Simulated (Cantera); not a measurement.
Input: 1 mol V, 4.4 mol O2, 0.15 mol H2O, held at 1.33 mbar.

These are equilibrium values from Cantera (NASA tables, ideal gas, pure condensed phases), not measurements of a reactor. Candidate condensed phases: H2O, V, VO, V2O3, V2O4, V2O5; 12 gas species. The numbers say what is thermodynamically allowed, not how fast it happens. All values below are at 2550 K.

Base state: O2 0.439, O 0.335, VO2 0.176, H 0.0265, OH 0.0186, H2O 0.00309, H2 0.000962, VO 0.000939 (mole fractions); condensed: gas only.

**Question.** What changes in the equilibrium state with this change: O2 from 4.4 to 1.4 mol?

**Answer.** 
```json
[
 {"species": "VO2", "before": "0.176", "after": "0.531"},
 {"species": "O", "before": "0.335", "after": "0.189"},
 {"species": "O2", "before": "0.439", "after": "0.139"},
 {"species": "H2O", "before": "0.00309", "after": "0.0158"},
 {"species": "H", "before": "0.0265", "after": "0.0800"},
 {"species": "OH", "before": "0.0186", "after": "0.0317"},
 {"species": "H2", "before": "0.000962", "after": "0.00876"},
 {"species": "VO", "before": "0.000939", "after": "0.00502"}
]
```
